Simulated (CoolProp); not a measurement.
A simple Rankine cycle with R21: condensing at 324.15 K, boiler at 1.59 MPa, turbine inlet 383.9 K, turbine efficiency 0.65, pump efficiency 0.8, no recuperator. Each further row changes one setting.

Computed with CoolProp (reference Helmholtz-energy equation of state, Platzer 1990). This equation is an older, rougher fit; its heat capacities, sound speeds and derivatives of the liquid may be far off and weren't checked against measurements.

```json
[
 {"case": "as stated", "thermal efficiency (%)": "[?]", "net work (kJ/kg)": "[?]", "heat in (kJ/kg)": "236", "turbine exit temperature (K)": "326.7", "volume ratio over the turbine": "[?]"},
 {"case": "turbine inlet 403.9 K", "thermal efficiency (%)": "[?]", "net work (kJ/kg)": "21.7", "heat in (kJ/kg)": "253", "turbine exit temperature (K)": "349.0", "volume ratio over the turbine": "[?]"},
 {"case": "condensing temperature 316.15 K", "thermal efficiency (%)": "9.4", "net work (kJ/kg)": "23.1", "heat in (kJ/kg)": "[?]", "turbine exit temperature (K)": "318.9", "volume ratio over the turbine": "4.85"},
 {"case": "boiler pressure 1.11 MPa", "thermal efficiency (%)": "6.5", "net work (kJ/kg)": "[?]", "heat in (kJ/kg)": "245", "turbine exit temperature (K)": "345.2", "volume ratio over the turbine": "2.65"},
 {"case": "turbine efficiency 0.55", "thermal efficiency (%)": "7.0", "net work (kJ/kg)": "16.5", "heat in (kJ/kg)": "236", "turbine exit temperature (K)": "331.3", "volume ratio over the turbine": "3.96"}
]
```

### Question
Complete the blanks.

### Answer

- as stated, thermal efficiency (%): 8.4
- as stated, net work (kJ/kg): 19.7
- as stated, volume ratio over the turbine: 3.89
- turbine inlet 403.9 K, thermal efficiency (%): 8.6
- turbine inlet 403.9 K, volume ratio over the turbine: 3.81
- condensing temperature 316.15 K, heat in (kJ/kg): 244
- boiler pressure 1.11 MPa, net work (kJ/kg): 16.0
